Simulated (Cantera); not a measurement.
A closed system holds: 1 mol V2O3, 420 mol H2, 0.042 mol H2O, at 602 °C and 2.60 bar.

Method: chemical equilibrium by Gibbs-energy minimisation in Cantera with the NASA 1993 tables (ideal gas, pure condensed phases). Candidate condensed phases: H2O, V, VO, V2O3, V2O4, V2O5; 12 gas species. Condensed phases not in the tables: the oxides between V2O3 and V2O5 other than VO2. The numbers say what is thermodynamically allowed, not how fast it happens.

Base state: H2 1.000, H2O 1.00e-4 (mole fractions); condensed: V2O3(s).

What changes in the equilibrium state with this change: temperature from 602 °C to 927 °C?


```json
[
 {"species": "H2", "before": "1.000", "after": "1.000"},
 {"species": "H2O", "before": "1.00e-4", "after": "0.000451"},
 {"species": "V2O3(s), mol", "before": "1.00", "after": "0.853"},
 {"species": "VO(s), mol", "before": "0", "after": "0.295"}
]
```
Mutual solubility and eutectic melting of coexisting phases are not modelled. VO: taken at fixed stoichiometry.

What changes in the equilibrium state with this change: temperature from 602 °C to 1650 °C?


```json
[
 {"species": "H2", "before": "1.000", "after": "0.997"},
 {"species": "H2O", "before": "1.00e-4", "after": "0.00248"},
 {"species": "H", "before": "<1e-9", "after": "0.000584"},
 {"species": "V2O3(s), mol", "before": "1.00", "after": "0"},
 {"species": "VO(s), mol", "before": "0", "after": "2.00"}
]
```
VO: taken at fixed stoichiometry.
